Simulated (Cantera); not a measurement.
# Si3N4 + N2 (sublimation and decomposition of ceramics)

Feed: 1 mol Si3N4, 9.1 mol N2, held at 2.20 bar.

Method: chemical equilibrium by Gibbs-energy minimisation in Cantera with the NASA 1993 tables (ideal gas, pure condensed phases). Candidate condensed phases: Si, Si3N4; 7 gas species. The tables' values for SiN are old estimates; treat these amounts as uncertain. Rates play no part.

```csv
T (K),x N2,x Si,x SiN,x Si2N,n Si3N4(s),n Si(l)
1475,1.00,1.45e-12,3.08e-12,<1e-12,1.00,0
1625,1.00,2.60e-10,3.03e-10,1.83e-12,1.00,0
1775,1.00,1.91e-8,1.35e-8,4.27e-10,1.00,0
1925,1.000,7.09e-7,3.30e-7,4.17e-8,1.000,0
2075,1.000,1.55e-5,5.02e-6,2.06e-6,1.000,0
2225,1.000,0.000213,5.08e-5,5.50e-5,0,3.00
2375,0.999,0.000806,0.000147,0.000142,0,2.99
2525,0.997,0.00260,0.000373,0.000325,0,2.96
```
x: gas mole fraction; n: condensed amount in mol.

From 1475 K to 2075 K the condensed part is Si3N4(s). From 2225 K to 2525 K the condensed part is Si(l).
